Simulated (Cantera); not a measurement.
A Cantera script and what it prints.

```python
import numpy as np
import cantera as ct

gas_names = """
    CL CL2 H HCL H2 Si SiCL SiCL2 SiCL3 SiCL4 SiH SiHCL3 SiH2 SiH2CL2 SiH3 SiH3CL SiH4 Si2 Si3
""".split()
cond_names = """
    Si(cr) Si(L)
""".split()


def load(file, names, dense=False):
    # The tables refer to 1 bar. Condensed volumes are neglected.
    table = {s.name: s for s in ct.Species.list_from_file(file)}
    out = []
    for n in names:
        d = dict(table[n].input_data)
        d["thermo"] = dict(d["thermo"], **{"reference-pressure": 1e5})
        if dense:
            d["equation-of-state"] = {"model": "constant-volume", "density": "1e6 g/cm^3"}
        out.append(ct.Species.from_dict(d))
    return out


gas = ct.Solution(thermo="ideal-gas", species=load("nasa_gas.yaml", gas_names))
cond = {s.name: ct.Solution(thermo="fixed-stoichiometry", species=[s], name=s.name)
        for s in load("nasa_condensed.yaml", cond_names, dense=True)}
atoms = {
    'SiCl4': {'Si': 1, 'CL': 4},
    'HCl': {'H': 1, 'CL': 1},
    'H2': {'H': 2},
}
top_T = {}  # K; cautious upper limits of use, not melting points


def equilibrate(T, P, feed):
    n = {}
    for name, mol in feed.items():
        for a, k in atoms[name].items():
            n[a] = n.get(a, 0.0) + k * mol
    gas.TPX = T, P, n
    mass = sum(n.values()) * gas.mean_molecular_weight
    gas.equilibrate("TP")
    valid = [c for c in cond.values() if c.min_temp <= T <= top_T.get(c.name, c.max_temp)]
    mix = ct.Mixture([(gas, mass / gas.mean_molecular_weight)] + [(c, 0.0) for c in valid])
    mix.T, mix.P = T, P
    mix.equilibrate("TP", solver="vcs", rtol=1e-11, max_steps=5000)
    return mix


results = []
feed = {'SiCl4': 1, 'HCl': 3.2, 'H2': 730}  # mol
P = 1333.22  # Pa
for T in [1100, 1200, 1300, 1400, 1500, 1600, 1700, 1800, 1900, 2000]:
    mix = equilibrate(T, P, feed)
    results.append((T, P, feed, dict(zip(mix.species_names, mix.species_moles))))
    x = sorted(zip(gas.X, gas.species_names), reverse=True)
    print(f"T = {T:g} K  P = {P:g} Pa  gas = {mix.phase_moles(0):.4g} mol")
    print("   x: " + "  ".join(f"{s} {v:.3e}" for v, s in x if v > 0.001))
    print("   condensed (mol): " + ("  ".join(f"{mix.phase(i).name} {mix.phase_moles(i):.4g}"
          for i in range(1, mix.n_phases) if mix.phase_moles(i) > 1e-12) or "none"))
```

Result:

```
T = 1100 K  P = 1333.22 Pa  gas = 735.1 mol
   x: H2 9.905e-01  HCL 9.201e-03
   condensed (mol): Si(cr) 0.8154
T = 1200 K  P = 1333.22 Pa  gas = 735.2 mol
   x: H2 9.904e-01  HCL 9.333e-03
   condensed (mol): Si(cr) 0.8362
T = 1300 K  P = 1333.22 Pa  gas = 735.2 mol
   x: H2 9.904e-01  HCL 9.313e-03
   condensed (mol): Si(cr) 0.8248
T = 1400 K  P = 1333.22 Pa  gas = 735.2 mol
   x: H2 9.904e-01  HCL 9.274e-03
   condensed (mol): Si(cr) 0.8097
T = 1500 K  P = 1333.22 Pa  gas = 735.3 mol
   x: H2 9.903e-01  HCL 9.235e-03
   condensed (mol): Si(cr) 0.7936
T = 1600 K  P = 1333.22 Pa  gas = 735.4 mol
   x: H2 9.900e-01  HCL 9.195e-03
   condensed (mol): Si(cr) 0.7708
T = 1700 K  P = 1333.22 Pa  gas = 735.7 mol
   x: H2 9.892e-01  HCL 9.160e-03  H 1.269e-03
   condensed (mol): Si(L) 0.7148
T = 1800 K  P = 1333.22 Pa  gas = 736.5 mol
   x: H2 9.871e-01  HCL 9.201e-03  H 3.081e-03
   condensed (mol): Si(L) 0.5652
T = 1900 K  P = 1333.22 Pa  gas = 738.5 mol
   x: H2 9.826e-01  HCL 9.202e-03  H 6.813e-03
   condensed (mol): none
T = 2000 K  P = 1333.22 Pa  gas = 741.3 mol
   x: H2 9.752e-01  H 1.391e-02  HCL 9.428e-03  Si 1.109e-03
   condensed (mol): none
```

Equilibrium computed with Cantera from the NASA thermochemical tables; the gas is ideal and each condensed phase is pure. The tables' values for SiCl, SiCl3 are old estimates; treat these amounts as uncertain. Gases not in the tables: Si2H6 and higher silanes.
